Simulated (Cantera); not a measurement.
What does this Cantera script print?

```python
import numpy as np
import cantera as ct

surf = ct.Interface("ptcombust.yaml", "Pt_surf")
gas = surf.adjacent["gas"]
gas.TPX = 800, 57000, {'H2': 0.0045, 'O2': 0.19, 'N2': 0.79}
surf.TP = 800, 57000
reactor = ct.FlowReactor(gas, clone=False)
reactor.area = 0.0001  # m2
reactor.surface_area_to_volume_ratio = 1200  # 1/m
reactor.mass_flow_rate = 0.8 * reactor.area * gas.density  # inlet velocity 0.8 m/s
reactor.energy_enabled = False
wall = ct.ReactorSurface(surf, reactor, clone=False)
net = ct.ReactorNet([reactor])
net.rtol, net.atol = 1e-8, 1e-16
show, cover = ['H2', 'O2', 'H2O'], ['PT(S)', 'H(S)', 'O(S)', 'OH(S)', 'CO(S)', 'C(S)']

rows = []
print(f"{'z/m':>9s}{'u/(m/s)':>9s}" + "".join(f"{s:>13s}" for s in show + cover))
for z in [0.00051, 0.00085, 0.0014, 0.0024, 0.004, 0.0066, 0.011, 0.018, 0.031, 0.051]:
    net.advance(z)
    rows.append([reactor.speed, *gas[show].X, *surf[cover].coverages])
    print(f"{z:9.4g}{rows[-1][0]:9.3g}" + "".join(f"{x:13.4e}" for x in rows[-1][1:]))
```

Result:

```
      z/m  u/(m/s)           H2           O2          H2O        PT(S)         H(S)         O(S)        OH(S)        CO(S)         C(S)
  0.00051    0.799   1.3063e-03   1.9167e-01   3.2721e-03   4.1279e-02   3.9493e-09   9.5773e-01   9.9251e-04   3.7945e-30  -2.0486e-32
  0.00085    0.798   6.5629e-04   1.9141e-01   3.9235e-03   3.8159e-02   3.3510e-09   9.6084e-01   1.0010e-03   8.4105e-26   5.3943e-29
   0.0014    0.798   2.3094e-04   1.9124e-01   4.3498e-03   3.6261e-02   2.9938e-09   9.6273e-01   1.0046e-03   6.4567e-28  -7.6613e-31
   0.0024    0.798   3.6953e-05   1.9116e-01   4.5443e-03   3.5433e-02   2.8396e-09   9.6356e-01   1.0058e-03  -7.6789e-29   1.9003e-32
    0.004    0.798   2.0337e-06   1.9114e-01   4.5793e-03   3.5286e-02   2.8124e-09   9.6371e-01   1.0060e-03   1.2348e-29   2.7953e-32
   0.0066    0.798   1.8391e-08   1.9114e-01   4.5813e-03   3.5277e-02   2.8108e-09   9.6372e-01   1.0060e-03   1.5628e-29   2.7074e-32
    0.011    0.798   6.4113e-12   1.9114e-01   4.5813e-03   3.5277e-02   2.8108e-09   9.6372e-01   1.0060e-03  -1.5576e-27   1.1953e-31
    0.018    0.798   8.3545e-15   1.9114e-01   4.5813e-03   3.5277e-02   2.8108e-09   9.6372e-01   1.0060e-03   1.5280e-29   2.6101e-32
    0.031    0.798   8.2488e-15   1.9114e-01   4.5813e-03   3.5277e-02   2.8108e-09   9.6372e-01   1.0060e-03   1.3721e-29   2.5507e-32
    0.051    0.798   8.2449e-15   1.9114e-01   4.5813e-03   3.5277e-02   2.8108e-09   9.6372e-01   1.0060e-03   1.3746e-29   2.4616e-32
```

Detailed kinetics in Cantera: Deutschmann's 1995 Pt surface mechanism with GRI-Mech 3.0 gas chemistry. Catalytic surfaces can have several steady states; this one follows from the mechanism file's or the stated starting coverage. Mass transfer to the wall is taken as infinitely fast.
